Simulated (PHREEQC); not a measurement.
0.25 g of hydrous ferric oxide (600 m²/g; 0.2 weak and 0.005 strong sites per Fe, Dzombak-Morel constants, diffuse double layer) in 1 kg of water with 0.001 mol/kgw of an inert sodium salt and 3.6e-05 mol/kgw NiCl2, at 25 °C; the pH is set by adding NaOH or the inert anion's acid. Oxygen alone is held at its pressure in air (log pO2 = -0.68). The system is closed to CO2. Nothing may precipitate in this run.

The series has 13 steps of pH, from 4 to 12.

Equilibrium calculation in PHREEQC: ion-association model, wateq4f.dat.

Q: Near which pH is half of the Ni sorbed, and on which side is more sorbed?

A: Near pH 6.8, with more sorbed at higher pH.
